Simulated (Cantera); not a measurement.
A Cantera script and what it prints.

```python
import numpy as np
import cantera as ct

gas_names = """
    O2 S2
""".split()
cond_names = """
    Na(L) Na2O(c) Na2O2(b) Na2S(1) Na2SO4(I)
""".split()


def load(file, names, dense=False):
    # The tables refer to 1 bar. Condensed volumes are neglected.
    table = {s.name: s for s in ct.Species.list_from_file(file)}
    out = []
    for n in names:
        d = dict(table[n].input_data)
        d["thermo"] = dict(d["thermo"], **{"reference-pressure": 1e5})
        if dense:
            d["equation-of-state"] = {"model": "constant-volume", "density": "1e6 g/cm^3"}
        out.append(ct.Species.from_dict(d))
    return out


species = {s.name: s for s in load("nasa_gas.yaml", gas_names) + load("nasa_condensed.yaml", cond_names)}
T = 925
g = {n: (s.thermo.h(T) - T * s.thermo.s(T)) / (ct.gas_constant * T * np.log(10)) for n, s in species.items()}
valid = cond_names  # the entries whose range holds T


def stable(la, lb):
    # potentials (over RT ln 10) of the two non-metals from log10 p(O2) and log10 p(S2) in bar
    mu = {}
    mu["O"] = (g["O2"] + la) / 2
    mu["S"] = (g["S2"] + lb) / 2
    cost = {}
    for n in valid:
        c = species[n].composition
        cost[n] = (g[n] - sum(c.get(e, 0) * m for e, m in mu.items())) / c["Na"]
    return min(cost, key=cost.get)


results = []
for lb in [0, -2.2, -4.4, -6.7, -8.9, -11.1, -13.3, -15.6, -17.8, -20]:
    row = [stable(la, lb) for la in [-26, -24.8, -23.6, -22.5, -21.3, -20.1, -18.9, -17.7, -16.5, -15.4, -14.2, -13, -11.8, -10.6, -9.5, -8.3, -7.1, -5.9, -4.7, -3.5, -2.4, -1.2, 0]]
    results.append(row)
    print(f"{lb:6.1f}  " + " ".join(f"{valid.index(n):x}" for n in row))
print("key: " + ", ".join(f"{i:x} {n}" for i, n in enumerate(valid)))
```

Result:

```
   0.0  3 3 3 3 3 3 4 4 4 4 4 4 4 4 4 4 4 4 4 4 4 4 4
  -2.2  3 3 3 3 3 3 4 4 4 4 4 4 4 4 4 4 4 4 4 4 4 4 4
  -4.4  3 3 3 3 3 3 4 4 4 4 4 4 4 4 4 4 4 4 4 4 4 4 4
  -6.7  3 3 3 3 3 3 4 4 4 4 4 4 4 4 4 4 4 4 4 4 4 4 4
  -8.9  3 3 3 3 3 3 4 4 4 4 4 4 4 4 4 4 4 4 4 4 4 4 4
 -11.1  3 3 3 3 3 3 4 4 4 4 4 4 4 4 4 4 4 4 4 4 4 4 4
 -13.3  3 3 3 3 3 3 4 4 4 4 4 4 4 4 4 4 4 4 4 4 4 4 4
 -15.6  3 3 3 3 3 3 4 4 4 4 4 4 4 4 4 4 4 4 4 4 4 4 4
 -17.8  3 3 3 3 3 3 4 4 4 4 4 4 4 4 4 4 4 4 4 4 4 4 4
 -20.0  3 3 3 3 3 3 4 4 4 4 4 4 4 4 4 4 4 4 4 4 4 4 4
key: 0 Na(L), 1 Na2O(c), 2 Na2O2(b), 3 Na2S(1), 4 Na2SO4(I)
```

Standard-state values (1 bar) from the NASA 1993 polynomials, evaluated with Cantera. Not in the tables: pyrosulfates. Part of the grid cannot be reached: there another gas would pass 10 bar, or a non-metal would condense.
